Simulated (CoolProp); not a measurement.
A closed Brayton cycle with carbon dioxide: compressor inlet 314.15 K and 9.1 MPa, high pressure 28.8 MPa, turbine inlet 670 K, compressor efficiency 0.89, turbine efficiency 0.9, recuperator effectiveness 0.95 (on enthalpy, no pinch check). Each further row changes one setting.

Values from CoolProp's reference Helmholtz-energy equation of state, Span 1996.

```
case                           thermal efficiency (%)  net work (kJ/kg)  compressor to turbine work  compressor exit (K)  turbine exit (K)
-----------------------------  ----------------------  ----------------  --------------------------  -------------------  ----------------
as stated                                           ?              77.8                        0.33                370.1             547.3
turbine inlet 620 K                                 ?              66.2                           ?                370.1                 ?
compressor inlet 324.15 K                           ?                 ?                        0.46                410.7             547.3
high pressure 24.5 MPa                           31.1              70.8                        0.30                    ?                 ?
recuperator effectiveness 0.5                    22.8              77.8                        0.33                370.1             547.3
```

Problem. What belongs in the gaps?

Solution. 
- as stated, thermal efficiency (%): 31.7
- turbine inlet 620 K, thermal efficiency (%): 28.6
- turbine inlet 620 K, compressor to turbine work: 0.36
- turbine inlet 620 K, turbine exit (K): 501.8
- compressor inlet 324.15 K, thermal efficiency (%): 28.7
- compressor inlet 324.15 K, net work (kJ/kg): 62.0
- high pressure 24.5 MPa, compressor exit (K): 361.8
- high pressure 24.5 MPa, turbine exit (K): 564.1
